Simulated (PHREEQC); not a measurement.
Copper plating or etch bath

Solution (25 °C): 0.18 mol CuCl2, 0.00018 mol HBF4 and 0.00041 mol Na2SO4 per kg of water. Closed to the air; pH follows from the charge balance.

Model: ion-association model, wateq4f.dat, run in PHREEQC.

This is a speciation only: nothing precipitates in the calculation.

**Question.** What pH, ionic strength does the model give?

**Answer.** pH 3.35; ionic strength 0.470 mol/kgw.

**Question.** In which forms is Cu present?

**Answer.** Cu+2 81 %, CuCl+ 18 %, CuCl2 1.2 % of the Cu.

Real BF4- forms and hydrolyses slowly; the run takes it at equilibrium.
